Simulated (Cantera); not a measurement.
Input: 1 mol BF3, 0.052 mol H2O, at 1330 Pa.

These are equilibrium values from Cantera (NASA tables, ideal gas, pure condensed phases), not measurements of a reactor. Candidate condensed phases: B, B2O3, B3O3H3, H2O; 43 gas species. The tables' values for BF2 are old estimates; treat these amounts as uncertain. Kinetics and transport are ignored.

x: gas mole fraction; nothing condenses.

```tsv
T (°C)	x BF3	x HF	x BOF	x BF2	x F	x BOF2	x H
1650	0.858	0.0942	0.0470	0.000353	0.000297	2.91e-5	6.27e-6
1675	0.858	0.0942	0.0470	0.000446	0.000389	2.95e-5	7.67e-6
1700	0.858	0.0941	0.0470	0.000562	0.000504	2.98e-5	9.38e-6
1725	0.857	0.0941	0.0470	0.000705	…	3.01e-5	…
1750	0.857	0.0941	0.0470	0.000882	0.000825	3.02e-5	1.39e-5
1775	0.857	0.0941	0.0470	0.00110	0.00104	3.03e-5	1.69e-5
1800	0.856	0.0941	0.0470	0.00136	0.00131	3.04e-5	2.04e-5
1825	0.856	0.0940	0.0470	0.00168	…	3.04e-5	…
1850	0.855	0.0940	0.0469	0.00207	0.00202	3.03e-5	2.95e-5
```

Some entries are withheld; supply them.


- 1725, x F: 0.000648
- 1725, x H: 1.14e-5
- 1825, x F: 0.00163
- 1825, x H: 2.46e-5
